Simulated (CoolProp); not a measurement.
The fluid at 293.15 K and 0.0886 MPa is throttled through a valve to 0.0292 MPa with no heat exchange. The same conditions are run with several fluids, on thermodynamics alone (safety and materials aside).

Computed with CoolProp (reference Helmholtz-energy equation of state of each fluid (R1233zd(E): Akasaka 2022; R227EA: Lemmon 2016; R13: Platzer 1990; sulfur dioxide: Gao 2016; R115: Lemmon 2016)). The equations of Platzer and Polt are older, rougher fits.

Rank R1233zd(E), R227EA, R13, sulfur dioxide, R115 by temperature change (K), highest first.

R13 (-0.7), R115 (-0.8), R227EA (-1.1), R1233zd(E) (-1.9), sulfur dioxide (-2.5)

```csv
fluid,final density (kg/m³)
R1233zd(E),1.59
R227EA,2.06
R13,1.26
sulfur dioxide,0.778
R115,1.87
```
